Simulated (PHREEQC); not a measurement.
Consider water at 25 °C with 1.5 mol/kgw H2SO4, 0.34 mol/kgw FeCl2 and 2.8e-05 mol/kgw H4SiO4. Closed to the air; pH follows from the charge balance.

All values are PHREEQC results (Pitzer model, pitzer.dat), not measurements.

Each row changes one thing in this solution. This is a speciation only: nothing precipitates in the calculation.

| case | pH | ionic strength (mol/kgw) | HSO4- (mol/kgw) | SO4-2 (mol/kgw) |
|---|---|---|---|---|
| as made | -0.51 | 3.46 | 1.03 | 0.470 |
| FeCl2 replaced by MnCl2 at the same molality | -0.53 | 3.05 | 1.23 | 0.267 |
| temperature from 25 to 30 °C | -0.49 | 3.40 | 1.06 | 0.439 |
| 0.02 mol/kgw Ca(OH)2 added | -0.50 | [?] | 1.03 | 0.474 |
| H4SiO4 left out | -0.51 | 3.46 | 1.03 | 0.470 |
| FeCl2 left out | -0.39 | 2.24 | 1.13 | 0.371 |
| H4SiO4 from 2.8e-05 to 4.2e-05 mol/kgw | -0.51 | 3.46 | 1.03 | 0.470 |
| FeCl2 from 0.34 to 0.068 mol/kgw | [?] | [?] | 1.10 | [?] |
| FeCl2 from 0.34 to 0.51 mol/kgw | -0.58 | 4.02 | 1.00 | 0.496 |

### Question
Complete the blanks.

### Answer

- 0.02 mol/kgw Ca(OH)2 added, ionic strength (mol/kgw): 3.49
- FeCl2 from 0.34 to 0.068 mol/kgw, pH: -0.41
- FeCl2 from 0.34 to 0.068 mol/kgw, ionic strength (mol/kgw): 2.50
- FeCl2 from 0.34 to 0.068 mol/kgw, SO4-2 (mol/kgw): 0.398

In brines, pH and single-ion activities rest on the MacInnes convention.
